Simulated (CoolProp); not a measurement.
Model: reference Helmholtz-energy equation of state, Thol 2019, in CoolProp.

### Question
For tetradecamethylhexasiloxane (MD4M), give the phase and the cp (kJ/(kg K)), cv (kJ/(kg K)) at 263.75 °C and 0.465 MPa.

### Answer
- 263.75 °C and 0.465 MPa: liquid; cp 2.20, cv 1.96
